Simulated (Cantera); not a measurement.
SiH2Cl2 + N2 + H2O (silicon nitride deposition)

Feed: 1 mol SiH2Cl2, 3.9 mol N2, 0.0029 mol H2O, held at 4.60 mbar.

Equilibrium computed with Cantera from the NASA thermochemical tables; the gas is ideal and each condensed phase is pure. Candidate condensed phases: H2O, NH4Cl, Si, SiO2, Si2N2O, Si3N4; 47 gas species. N2 is the only nitrogen source here; it is nearly inert below about 1500 K, so the nitride shown seldom forms there in practice. Mutual solubility and eutectic melting of coexisting phases are not modelled. The tables' values for SiCl3, SiCl, SiN are old estimates; treat these amounts as uncertain. Gases not in the tables: Si2H6 and higher silanes. Equilibrium is a limit: real reactors are often held back by kinetics, nucleation or transport.

From 1450 K to 1550 K the condensed part is Si2N2O(s) + Si3N4(s). From 1600 K to 1700 K the condensed part is Si3N4(s). From 1750 K to 2050 K the condensed part is Si(l). The main Si-bearing gas is SiCl2 throughout. The share of Si in condensed phases is highest at 1450 K (62.4 %) and lowest at 2050 K (12.6 %).

```
T (K)   x N2   x HCl    x H2  x SiCl2      x Si       x H  n Si2N2O(s)  n Si3N4(s)  n Si(l)
-----  -----  ------  ------  -------  --------  --------  -----------  ----------  -------
1450   0.642   0.208  0.0804   0.0538   2.16e-8   3.95e-5      0.00285       0.206        0
1500   0.643   0.182  0.0910   0.0741   1.45e-7   7.83e-5      0.00264       0.177        0
1550   0.645   0.154   0.103   0.0919   8.64e-7  0.000149      0.00172       0.149        0
1600   0.647   0.128   0.114    0.107   4.58e-6  0.000270            0       0.123        0
1650   0.649   0.105   0.123    0.119   2.19e-5  0.000471            0       0.101        0
1700   0.651  0.0854   0.132    0.129   9.55e-5  0.000788            0      0.0823        0
1750   0.660  0.0723   0.133    0.131  0.000326   0.00125            0           0    0.212
1800   0.659  0.0742   0.131    0.130  0.000690   0.00191            0           0    0.215
1850   0.658  0.0759   0.130    0.128   0.00140   0.00286            0           0    0.215
1900   0.656  0.0774   0.128    0.127   0.00274   0.00418            0           0    0.211
1950   0.653  0.0785   0.126    0.125   0.00518   0.00599            0           0    0.198
2000   0.648  0.0791   0.123    0.122   0.00947   0.00841            0           0    0.173
2050   0.641  0.0791   0.119    0.118    0.0168    0.0116            0           0    0.126
```
x: gas mole fraction; n: condensed amount in mol.
